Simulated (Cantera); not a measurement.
## Aluminium nitride and oxide growth: Al(CH₃)₃ + N₂O + N₂ + NH₃

Input: 1 mol Al(CH₃)₃, 0.86 mol N₂O, a varied amount of N₂, 4.1 mol NH₃, equilibrated at 998.15 K and 66.8 Torr.

Cantera equilibrium calculation (NASA polynomials, part measured and part estimated; ideal gas, pure solids and liquids). Candidate condensed phases: Al, AlN, Al₂O₃, C, C₆H₆, C₇H₈, C₈H₁₈, H₂O; 148 gas species. The feed counts by its element totals alone. The numbers say what is thermodynamically allowed, not how fast it happens.

```
n(N₂) (mol)   x N₂    x H₂     x CH₄    x NH₃     x CO    x HCN    x H₂O    x C₂H₄  n AlN(s)  n Al₂O₃(s)  n C(graphite)
-----------  -----  ------  --------  -------  -------  -------  -------  --------  --------  ----------  -------------
1.3          0.274   0.721   0.00451  1.68e-5  4.23e-6  2.24e-6  1.11e-7   2.72e-8     0.427       0.287           2.93
2.9          0.346   0.651   0.00367  1.62e-5  4.57e-6  2.39e-6  1.08e-7   2.21e-8     0.427       0.287           2.94
6.5          0.465   0.533   0.00246  1.39e-5  5.04e-6  2.51e-6  9.74e-8   1.48e-8     0.427       0.287           2.95
15           0.625   0.374   0.00121  9.47e-6  5.57e-6  2.43e-6  7.54e-8   7.29e-9     0.427       0.287           2.97
32           0.766   0.234  0.000475  5.20e-6  5.96e-6  2.13e-6  5.05e-8   2.86e-9     0.427       0.287           2.98
72           0.875   0.125  0.000134  2.16e-6  6.23e-6  1.66e-6  2.81e-8  8.09e-10     0.427       0.286           2.99
160          0.939  0.0614   3.27e-5  7.73e-7  6.37e-6  1.21e-6  1.42e-8  1.97e-10     0.427       0.286           2.99
360          0.971  0.0285   7.05e-6  2.49e-7  6.45e-6  8.38e-7  6.66e-9  4.24e-11     0.428       0.286           2.99
```
x: gas mole fraction; n: condensed amount in mol.

From 1.3 mol N₂ to 360 mol N₂ the condensed part is AlN(s) + Al₂O₃(s) + C(graphite).
